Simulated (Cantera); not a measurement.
Input (Python, Cantera) and output of one run.

```python
import numpy as np
import cantera as ct

gas_names = """
    CL CL2 H HCL H2 Si SiCL SiCL2 SiCL3 SiCL4 SiH SiHCL3 SiH2 SiH2CL2 SiH3 SiH3CL SiH4 Si2 Si3
""".split()
cond_names = """
    Si(cr) Si(L)
""".split()


def load(file, names, dense=False):
    # The tables refer to 1 bar. Condensed volumes are neglected.
    table = {s.name: s for s in ct.Species.list_from_file(file)}
    out = []
    for n in names:
        d = dict(table[n].input_data)
        d["thermo"] = dict(d["thermo"], **{"reference-pressure": 1e5})
        if dense:
            d["equation-of-state"] = {"model": "constant-volume", "density": "1e6 g/cm^3"}
        out.append(ct.Species.from_dict(d))
    return out


gas = ct.Solution(thermo="ideal-gas", species=load("nasa_gas.yaml", gas_names))
cond = {s.name: ct.Solution(thermo="fixed-stoichiometry", species=[s], name=s.name)
        for s in load("nasa_condensed.yaml", cond_names, dense=True)}
atoms = {
    'SiHCl3': {'Si': 1, 'H': 1, 'CL': 3},
    'HCl': {'H': 1, 'CL': 1},
    'H2': {'H': 2},
}
top_T = {}  # K; cautious upper limits of use, not melting points


def equilibrate(T, P, feed):
    n = {}
    for name, mol in feed.items():
        for a, k in atoms[name].items():
            n[a] = n.get(a, 0.0) + k * mol
    gas.TPX = T, P, n
    mass = sum(n.values()) * gas.mean_molecular_weight
    gas.equilibrate("TP")
    valid = [c for c in cond.values() if c.min_temp <= T <= top_T.get(c.name, c.max_temp)]
    mix = ct.Mixture([(gas, mass / gas.mean_molecular_weight)] + [(c, 0.0) for c in valid])
    mix.T, mix.P = T, P
    mix.equilibrate("TP", solver="vcs", rtol=1e-11, max_steps=5000)
    return mix


results = []
feed = {'SiHCl3': 1, 'HCl': 0.2, 'H2': 20}  # mol
P = 170000  # Pa
for T in [948, 1023, 1098, 1173, 1248, 1323, 1398, 1473, 1548, 1623]:
    mix = equilibrate(T, P, feed)
    results.append((T, P, feed, dict(zip(mix.species_names, mix.species_moles))))

top = {s: max(r[3][s] / sum(r[3][g] for g in gas_names) for r in results) for s in gas_names}
cols = sorted((s for s in top if top[s] > 0.0001), key=lambda s: -top[s])[:8]
seen = [c for c in cond_names if any(r[3].get(c, 0) > 1e-12 for r in results)]
print("log10 of partial pressures in bar; condensed amounts in mol")
print(f"{'T/K':>10s}" + "".join(f"{s[:9]:>10s}" for s in cols + seen))
for T, P, feed, n in results:
    ng = sum(n[g] for g in gas_names)
    print(f"{T:10.4g}" + "".join(f"{np.log10(max(n[s] / ng * P / 1e5, 1e-99)):10.3f}" for s in cols)
          + "".join(f"{n.get(c, 0):10.4g}" for c in seen))
```

Output:

```
log10 of partial pressures in bar; condensed amounts in mol
       T/K        H2       HCL     SiCL2     SiCL4    SiHCL3     SiCL3   SiH2CL2    Si(cr)
       948     0.210    -2.130    -4.287    -1.461    -1.468    -3.639    -2.470   0.09354
      1023     0.208    -1.849    -3.656    -1.474    -1.489    -3.227    -2.460    0.1168
      1098     0.206    -1.611    -3.121    -1.499    -1.519    -2.884    -2.461    0.1502
      1173     0.203    -1.411    -2.668    -1.544    -1.563    -2.603    -2.474    0.1926
      1248     0.199    -1.244    -2.288    -1.619    -1.629    -2.383    -2.505    0.2394
      1323     0.195    -1.111    -1.980    -1.738    -1.727    -2.228    -2.560    0.2828
      1398     0.190    -1.010    -1.741    -1.914    -1.868    -2.143    -2.645    0.3147
      1473     0.186    -0.941    -1.570    -2.158    -2.058    -2.131    -2.763    0.3317
      1548     0.183    -0.899    -1.459    -2.460    -2.292    -2.183    -2.911    0.3367
      1623     0.181    -0.877    -1.391    -2.799    -2.551    -2.279    -3.076    0.3346
```

Cantera equilibrium calculation (NASA polynomials, part measured and part estimated; ideal gas, pure solids and liquids). The tables' values for SiCl3 are old estimates; treat these amounts as uncertain.
